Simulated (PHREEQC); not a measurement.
## Reverse-osmosis reject: speciation

Synthetic water in mg/L, 25 °C, pH 6.38, pe -0.6: Na 262; K 350; Ca 175; Mg 13.8; Cl 314; S(6) as SO4 362; Alkalinity as HCO3 835; Si as SiO2 7.23; N(-3) as NH4 0.102; Fe(2) 11.4; Mn(2) 0.304.

Na is adjusted to close the charge balance.
Valence states are taken as typed.

Equilibrium calculation in PHREEQC: ion-association model, phreeqc.dat.

The ionic strength is 0.0354 mol/kgw and the specific conductance is 2940 µS/cm.

```
species  molality  activity   log γ
-------  --------  --------  ------
HCO3-      0.0132    0.0112  -0.072
Na+        0.0107   0.00905  -0.074
CO2        0.0104    0.0105   0.004
K+        0.00888   0.00741  -0.078
Cl-       0.00888   0.00742  -0.078
Ca+2      0.00357   0.00184  -0.287
SO4-2     0.00301   0.00153  -0.295
CaSO4    0.000495  0.000499   0.004
Mg+2     0.000448  0.000236  -0.279
CaHCO3+  0.000309  0.000263  -0.070
H4SiO4   0.000121  0.000121   0.004
Fe+2     0.000110   5.76e-5  -0.280
KSO4-     9.38e-5   7.94e-5  -0.072
MgSO4     8.35e-5   8.42e-5   0.004
NaSO4-    8.16e-5   6.92e-5  -0.072
FeHCO3+   7.68e-5   6.45e-5  -0.075
```

This is a speciation only: nothing precipitates in the calculation. The solution is supersaturated, for example in Siderite, Quartz (slow to form), so a real one may precipitate; this is no full list.
